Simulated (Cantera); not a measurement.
Cantera run:

```python
import numpy as np
import cantera as ct

gas_names = """
    N N2 V VN
""".split()
cond_names = """
    V(cr) V(L) VN(s)
""".split()


def load(file, names, dense=False):
    # The tables refer to 1 bar. Condensed volumes are neglected.
    table = {s.name: s for s in ct.Species.list_from_file(file)}
    out = []
    for n in names:
        d = dict(table[n].input_data)
        d["thermo"] = dict(d["thermo"], **{"reference-pressure": 1e5})
        if dense:
            d["equation-of-state"] = {"model": "constant-volume", "density": "1e6 g/cm^3"}
        out.append(ct.Species.from_dict(d))
    return out


gas = ct.Solution(thermo="ideal-gas", species=load("nasa_gas.yaml", gas_names))
cond = {s.name: ct.Solution(thermo="fixed-stoichiometry", species=[s], name=s.name)
        for s in load("nasa_condensed.yaml", cond_names, dense=True)}
atoms = {
    'V': {'V': 1},
    'N2': {'N': 2},
}
top_T = {'VN(s)': 2300}  # K; cautious upper limits of use, not melting points


def equilibrate(T, P, feed):
    n = {}
    for name, mol in feed.items():
        for a, k in atoms[name].items():
            n[a] = n.get(a, 0.0) + k * mol
    gas.TPX = T, P, n
    mass = sum(n.values()) * gas.mean_molecular_weight
    gas.equilibrate("TP")
    valid = [c for c in cond.values() if c.min_temp <= T <= top_T.get(c.name, c.max_temp)]
    mix = ct.Mixture([(gas, mass / gas.mean_molecular_weight)] + [(c, 0.0) for c in valid])
    mix.T, mix.P = T, P
    mix.equilibrate("TP", solver="vcs", rtol=1e-11, max_steps=5000)
    return mix


results = []
feed = {'V': 1, 'N2': 3.1}  # mol
P = 160  # Pa
for T in [1600, 1675, 1750, 1825, 1900, 1975, 2050, 2125, 2200, 2275, 2350]:
    mix = equilibrate(T, P, feed)
    results.append((T, P, feed, dict(zip(mix.species_names, mix.species_moles))))

top = {s: max(r[3][s] / sum(r[3][g] for g in gas_names) for r in results) for s in gas_names}
cols = sorted((s for s in top if top[s] > 0.0001), key=lambda s: -top[s])[:7]
seen = [c for c in cond_names if any(r[3].get(c, 0) > 1e-12 for r in results)]
print("log10 of partial pressures in bar; condensed amounts in mol")
print(f"{'T/K':>10s}" + "".join(f"{s[:9]:>10s}" for s in cols + seen))
for T, P, feed, n in results:
    ng = sum(n[g] for g in gas_names)
    print(f"{T:10.4g}" + "".join(f"{np.log10(max(n[s] / ng * P / 1e5, 1e-99)):10.3f}" for s in cols)
          + "".join(f"{n.get(c, 0):10.4g}" for c in seen))
```

Output:

```
log10 of partial pressures in bar; condensed amounts in mol
       T/K        N2         V     V(cr)      V(L)     VN(s)
      1600    -2.796   -10.257         0         0         1
      1675    -2.796    -9.209         0         0         1
      1750    -2.796    -8.252         0         0         1
      1825    -2.796    -7.376         0         0    0.9999
      1900    -2.796    -6.570         0         0    0.9996
      1975    -2.796    -5.828         0         0    0.9976
      2050    -2.797    -5.317    0.9906         0         0
      2125    -2.800    -4.866    0.9734         0         0
      2200    -2.806    -4.449         0    0.9296         0
      2275    -2.819    -4.077         0    0.8286         0
      2350    -2.850    -3.729         0    0.5908         0
```

Method: chemical equilibrium by Gibbs-energy minimisation in Cantera with the NASA 1993 tables (ideal gas, pure condensed phases). VN: taken at fixed stoichiometry. Condensed phases not in the tables: V2N, N, O or C dissolved in the metal.
